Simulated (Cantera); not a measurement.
Tantalum, niobium, vanadium and zirconium in process gases: Zr + O2 + N2 + H2O

Feed: 1 mol Zr, 0.11 mol O2, 8.1 mol N2, 0.017 mol H2O, equilibrated at 0.0173 Torr.

These are equilibrium values from Cantera (NASA tables, ideal gas, pure condensed phases), not measurements of a reactor. Candidate condensed phases: H2O, Zr, ZrN, ZrO2; 28 gas species. Mutual solubility and eutectic melting of coexisting phases are not modelled. ZrN: taken at fixed stoichiometry. Condensed phases not in the tables: solid solutions among these carbides, nitrides and lower oxides. Equilibrium is a limit: real reactors are often held back by kinetics, nucleation or transport.

| T (°C) | x N2 | x Zr | x ZrO | x H | n ZrN(s) | n ZrO2(tetragonal) |
|---|---|---|---|---|---|---|
| 1425 | 0.997 | 1.35e-11 | 2.78e-8 | 0.00121 | 0.881 | 0.118 |
| 1500 | 0.997 | 2.41e-10 | 3.03e-7 | 0.00205 | 0.881 | 0.118 |
| 1575 | 0.996 | 3.40e-9 | 2.70e-6 | 0.00297 | 0.881 | 0.118 |
| 1650 | 0.996 | 3.90e-8 | 2.03e-5 | 0.00371 | 0.881 | 0.118 |
| 1725 | 0.996 | 3.70e-7 | 0.000130 | 0.00412 | 0.881 | 0.118 |
| 1800 | 0.995 | 2.99e-6 | 0.000729 | 0.00429 | 0.879 | 0.116 |
| 1875 | 0.992 | 2.08e-5 | 0.00361 | 0.00435 | 0.867 | 0.104 |
| 1950 | 0.979 | 0.000127 | 0.0161 | 0.00431 | 0.817 | 0.0542 |
| 2025 | 0.966 | 0.000694 | 0.0294 | 0.00424 | 0.759 | 0 |
| 2100 | 0.963 | 0.00337 | 0.0294 | 0.00423 | 0.736 | 0 |
| 2175 | 0.952 | 0.0149 | 0.0290 | 0.00416 | 0.642 | 0 |
| 2250 | 0.908 | 0.0612 | 0.0269 | 0.00386 | 0.225 | 0 |
x: gas mole fraction; n: condensed amount in mol.

From 1425 °C to 1950 °C the condensed part is ZrN(s) + ZrO2(tetragonal). From 2025 °C to 2250 °C the condensed part is ZrN(s). The main Zr-bearing gas is ZrO at 1425 °C and Zr at 2250 °C.
